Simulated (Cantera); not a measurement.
Feed: 1 mol Si₃N₄, 0.44 mol C, 2.6 mol H₂, held at 10.0 Torr.

These are equilibrium values from Cantera (NASA tables, ideal gas, pure condensed phases), not measurements of a reactor. Candidate condensed phases: C, C₆H₆, C₇H₈, C₈H₁₈, Si, SiC, Si₃N₄; 125 gas species. Ions and electrons are included (thermal ionisation). Mutual solubility and eutectic melting of coexisting phases are not modelled. Gases not in the tables: Si₂H₆ and higher silanes. Rates play no part.

Question: Which condensed phases are stable at each of these points (T (K)): 2000, 2500, 3000, 3500, 4000, 4500, 5000?

Answer: 
```tsv
T (K)	condensed phases	Si condensed (%)
2000	Si(l) + SiC(s)	99.4
2500	gas only	0.0
3000	gas only	0.0
3500	gas only	0.0
4000	gas only	0.0
4500	gas only	0.0
5000	gas only	0.0
```

At 2000 K the condensed part is Si(l) + SiC(s). From 2500 K to 5000 K nothing is condensed.
